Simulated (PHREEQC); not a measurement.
Solution (25 °C): 0.56 mol/kgw CuCl2, 0.046 mol/kgw HCl and 0.00049 mol/kgw FeCl3. Closed to the air; pH follows from the charge balance.

All values are PHREEQC results (ion-association model, wateq4f.dat), not measurements.

Each row changes one thing in this solution. No solid was allowed to form.

```tsv
case	pH	ionic strength (mol/kgw)	Cl- (mol/kgw)	FeCl+2 (mol/kgw)	FeCl2+ (mol/kgw)	Fe+3 (mol/kgw)	SI of Goethite (FeOOH)	SI of Hematite (Fe2O3)
as made	1.47	1.31	0.945	0.000302	0.000136	4.41e-5	-0.17	+1.69
temperature from 25 to 5 °C	1.47	1.52	1.06	___	0.000207	5.50e-5	-0.83	+0.26
CuCl2 left out	1.41	0.0483	0.0473	0.000170	1.66e-5	0.000279	+1.05	+4.11
diluted 100-fold with water	3.38	___	0.0116	5.81e-8	1.81e-9	3.10e-7	+4.20	+10.40
HCl replaced by KCl at the same molality	3.59	1.31	0.945	0.000138	6.24e-5	2.02e-5	+5.87	+13.75
```

Question: Fill in the missing entries.

Answer: 
- temperature from 25 to 5 °C, FeCl+2 (mol/kgw): 0.000219
- diluted 100-fold with water, ionic strength (mol/kgw): 0.0171

The ionic strength passes 0.7 mol/kgw, the rough limit of the ion-association models, in as made; temperature from 25 to 5 °C; HCl replaced by KCl at the same molality. Some of these states are supersaturated (in Hematite (slow to form), Goethite (slow to form), Atacamite, for instance). Away from 25 °C the constants follow the database's enthalpies or fits; those with neither stay at their 25 °C values.
